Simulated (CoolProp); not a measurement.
R227EA along the isotherm 57.45 °C: density (kg/m³) from the reference equation and from simpler models built on Tc = 101.8 °C, pc = 29.25 bar, ω = 0.358; each cubic takes its own stable root.

Computed with CoolProp (reference Helmholtz-energy equation of state, Lemmon 2016).

```tsv
p (bar)	phase	reference
4.88	gas	33.43
9.75	gas	77.18
14.6	liquid	1238
19.5	liquid	1246
24.4	liquid	1253
29.3	liquid	1261
34.1	liquid	1267
39	liquid	1274
43.9	liquid	1280
```

Question: How far does each simpler model (van der Waals, Redlich-Kwong, Soave-Redlich-Kwong) lie from the reference over these 9 states: mean and median of the absolute difference, and the worst?

Answer: 
- van der Waals: mean 36.5 %, median 37.3 %, worst -90.1 % at 57.45 °C and 14.6 bar
- Redlich-Kwong: mean 13.4 %, median 15.5 %, worst -19.3 % at 57.45 °C and 14.6 bar
- Soave-Redlich-Kwong: mean 9.0 %, median 10.8 %, worst -12.8 % at 57.45 °C and 14.6 bar

At some of these states van der Waals gives the other phase, because its saturation line lies elsewhere.
